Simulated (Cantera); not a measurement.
A freely propagating, adiabatic, planar premixed flame of H₂ : O₂ : N₂ : H₂O = 1 : 0.333 : 1.4 : 0.07 (molar parts), unburnt at 325 K and 0.109 atm; mixture-averaged transport, grid criteria slope 0.08 and curve 0.16, no radiation.

Model: the H2/O2 subset of GRI-Mech 3.0, which has no nitrogen chemistry, integrated in Cantera. Burning velocities carry a grid error of a few per cent, more on coarse grids.

Problem. Predict: laminar burning velocity; thermal thickness; peak x(H); peak x(OH); peak x(HO₂).

Solution. 
```json
{
  "laminar_burning_velocity": "234 cm/s",
  "thermal_thickness": "6.47 mm",
  "peak x(H)": "0.0960",
  "peak x(OH)": "0.00678",
  "peak x(HO₂)": "0.000115"
}
```
